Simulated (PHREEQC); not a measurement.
Consider water at 25 °C with 0.005 mol HCl, 0.00018 mol MnSO4 and 8.7e-05 mol Fe2(SO4)3 per kg of water. Closed to the air; pH follows from the charge balance.

Model: ion-association model, phreeqc.dat, run in PHREEQC.

No solid was allowed to form.

Task: Order these S species by the share of S that they hold, largest first: HSO4-, FeHSO4+2, SO4-2, MnSO4, FeSO4+.

Result: SO4-2 (63 %), HSO4- (22 %), FeSO4+ (14 %), MnSO4 (1.0 %), FeHSO4+2 (0.22 %)

The pH is 2.34 and the ionic strength 0.00630 mol/kgw. The solution is supersaturated, for example in Hematite (slow to form), Goethite (slow to form), so a real one may precipitate; this is no full list.
